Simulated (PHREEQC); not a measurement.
Dissolve 22 mmol/kgw HF, 0.034 mmol/kgw NH4HF2, 3.8 mmol/kgw H2SiF6 and 1 mmol/kgw H2SO4 at 45 °C. Closed to the air; pH follows from the charge balance.

The numbers come from PHREEQC with the ion-association model, phreeqc.dat.

```json
{
 "pH": "2.03",
 "ionic_strength": "0.0147 mol/kgw",
 "total_alkalinity": "-46.8 meq/kg"
}
```

```json
[
 {"species": "HF", "molality": "0.0207", "activity": "0.0208", "log γ": "0.001"},
 {"species": "H+", "molality": "0.0103", "activity": "0.00928", "log γ": "-0.047"},
 {"species": "SiF6-2", "molality": "0.00380", "activity": "0.00232", "log γ": "-0.214"},
 {"species": "F-", "molality": "0.00117", "activity": "0.00103", "log γ": "-0.056"},
 {"species": "SO4-2", "molality": "0.000500", "activity": "0.000306", "log γ": "-0.214"},
 {"species": "HSO4-", "molality": "0.000500", "activity": "0.000440", "log γ": "-0.055"},
 {"species": "HF2-", "molality": "0.000103", "activity": "9.12e-5", "log γ": "-0.055"},
 {"species": "NH4+", "molality": "3.39e-5", "activity": "2.96e-5", "log γ": "-0.058"},
 {"species": "H4SiO4", "molality": "9.86e-7", "activity": "9.89e-7", "log γ": "0.001"},
 {"species": "NH4SO4-", "molality": "1.32e-7", "activity": "1.17e-7", "log γ": "-0.055"}
]
```

No solid was allowed to form. Away from 25 °C the constants follow the database's enthalpies or fits; those with neither stay at their 25 °C values. SiF6-2 is the database's only silicon fluoride.
